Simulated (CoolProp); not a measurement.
Vapour-liquid equilibrium of R1234yf (1) + R227EA (2) at 0.097 MPa; x and y are mole fractions of (1).

The numbers come from the multi-fluid Helmholtz-energy mixture model, Lemmon 2022 and Lemmon 2016; pair parameters Bell 2016 in CoolProp.

| x | bubble temperature (K) | y at the bubble point | dew temperature at overall composition x (K) | liquid density (mol/L) |
|---|---|---|---|---|
| 0.05 | 254.9 | 0.084 | 255.3 | 9.193 |
| 0.2 | 252.5 | 0.302 | 253.7 | 9.467 |
| 0.35 | 250.4 | 0.481 | 252.0 | 9.749 |
| 0.5 | 248.4 | 0.633 | 250.1 | 10.04 |
| 0.65 | 246.6 | 0.763 | 248.2 | 10.34 |
| 0.8 | 244.8 | 0.874 | 246.0 | 10.66 |
| 0.95 | 243.2 | 0.971 | 243.6 | 10.99 |

No azeotrope shows between x = 0.05 and 0.95.

The pair parameters rest on a limited set of measurements; away from them the model extrapolates.
